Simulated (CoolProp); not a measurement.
Chloromethane (R40) along the isobar 9.14 MPa: fugacity coefficient from the reference equation and from simpler models built on Tc = 145.5 °C, pc = 6.929 MPa, ω = 0.150; each cubic takes its own stable root.

Computed with CoolProp (reference Helmholtz-energy equation of state, Thol 2014).

| T (°C) | phase | reference | van der Waals | Redlich-Kwong | Soave-Redlich-Kwong | Peng-Robinson |
|---|---|---|---|---|---|---|
| 97.15 | liquid | 0.2916 | 0.4083 | 0.3260 | 0.3069 | 0.2942 |
| 107.05 | liquid | 0.3352 | 0.4423 | 0.3692 | 0.3528 | 0.3381 |
| 116.95 | liquid | 0.3811 | 0.4766 | 0.4137 | 0.4007 | 0.3840 |
| 126.85 | liquid | 0.4287 | 0.5108 | ___ | 0.4499 | ___ |
| 136.75 | liquid | 0.4774 | 0.5446 | 0.5037 | ___ | ___ |
| 146.65 | supercritical | ___ | 0.5777 | 0.5475 | 0.5480 | 0.5256 |
| 156.55 | supercritical | 0.5727 | ___ | 0.5887 | 0.5937 | 0.5695 |
| 166.45 | supercritical | 0.6136 | 0.6393 | 0.6252 | 0.6329 | 0.6072 |

### Question
Some entries are withheld; supply them.

### Answer

- 126.85, Redlich-Kwong: 0.4588
- 126.85, Peng-Robinson: 0.4313
- 136.75, Soave-Redlich-Kwong: 0.4994
- 136.75, Peng-Robinson: 0.4789
- 146.65, reference: 0.5260
- 156.55, van der Waals: 0.6095
